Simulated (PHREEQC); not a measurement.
A solution holds 0.019 mol/kgw CdCl2, at 25 °C. It is in equilibrium with CO2 at log p = -2 (atm). Otherwise closed; pH follows from the charge balance.

Computed with PHREEQC (ion-association model, phreeqc.dat).

Each row changes one thing in this solution. Precipitation was switched off in this run.

```csv
case,pH,ionic strength (mol/kgw),Cl- (mol/kgw),CdCl+ (mol/kgw),Cd+2 (mol/kgw),CdCl2 (mol/kgw),SI of Otavite (CdCO3)
as made,4.88,0.0344,0.0263,0.0101,0.00807,0.000777,-0.69
CdCl2 from 0.019 to 0.0209 mol/kgw,4.87,0.0370,0.0285,0.0114,0.00854,0.000937,-0.68
diluted 100-fold with water,4.91,0.000571,0.000374,5.90e-6,0.000184,8.71e-9,-2.01
temperature from 25 to 55 °C,4.97,0.0338,0.0260,0.0103,0.00784,0.000847,-0.57
diluted 2-fold with water,4.88,0.0197,0.0145,0.00413,0.00518,0.000188,-0.80
```

Complexes and solids missing from the database can't appear. Constants without temperature data keep their 25 °C values here.
